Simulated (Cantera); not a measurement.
What does this Cantera script print?

```python
import numpy as np
import cantera as ct

gas_names = [...]  # 123 gases of nasa_gas.yaml made of C, H, O, Si
cond_names = """
    C(gr) C6H6(L) C7H8(L) C8H18(L),n-octa H2O(s) H2O(L) Si(cr) Si(L) SiC(b) SiO2(Lqz) SiO2(hqz) SiO2(L)
""".split()


# ... load() reads the species with a 1 bar reference pressure and builds the phases ...
atoms = {
    'HMDSO': {'Si': 2, 'C': 6, 'H': 18, 'O': 1},
    'H2O': {'H': 2, 'O': 1},
}
top_T = {'C(gr)': 4500, 'SiC(b)': 3050}  # K; cautious upper limits of use, not melting points


# ... equilibrate(T, P, feed) seeds the gas with the atoms and calls Mixture.equilibrate('TP', solver="vcs", rtol=1e-11, max_steps=5000) ...
results = []
feed = {'HMDSO': 1, 'H2O': 28}  # mol
P = 20  # Pa
for T in [600, 700, 800, 900, 1000, 1100, 1200]:
    mix = equilibrate(T, P, feed)
    results.append((T, P, feed, dict(zip(mix.species_names, mix.species_moles))))

top = {s: max(r[3][s] / sum(r[3][g] for g in gas_names) for r in results) for s in gas_names}
cols = sorted((s for s in top if top[s] > 0.001), key=lambda s: -top[s])[:7]
seen = [c for c in cond_names if any(r[3].get(c, 0) > 1e-12 for r in results)]
print("log10 of partial pressures in bar; condensed amounts in mol")
print(f"{'T/K':>10s}" + "".join(f"{s[:9]:>10s}" for s in cols + seen))
for T, P, feed, n in results:
    ng = sum(n[g] for g in gas_names)
    print(f"{T:10.4g}" + "".join(f"{np.log10(max(n[s] / ng * P / 1e5, 1e-99)):10.3f}" for s in cols)
          + "".join(f"{n.get(c, 0):10.4g}" for c in seen))
```

It prints:

```
log10 of partial pressures in bar; condensed amounts in mol
       T/K        H2       H2O       CO2        CO SiO2(Lqz) SiO2(hqz)
       600    -3.959    -4.206    -4.581    -5.786         2         0
       700    -3.969    -4.189    -4.625    -5.378         2         0
       800    -3.982    -4.168    -4.689    -5.128         2         0
       900    -3.996    -4.148    -4.763    -4.973         0         2
      1000    -4.008    -4.131    -4.839    -4.872         0         2
      1100    -4.018    -4.118    -4.912    -4.805         0         2
      1200    -4.026    -4.109    -4.979    -4.759         0         2
```

Cantera equilibrium calculation (NASA polynomials, part measured and part estimated; ideal gas, pure solids and liquids). The feed counts by its element totals alone. The tables hold silica as quartz up to 1696 K and as liquid above; real silica turns to tridymite and cristobalite and melts near 1996 K.
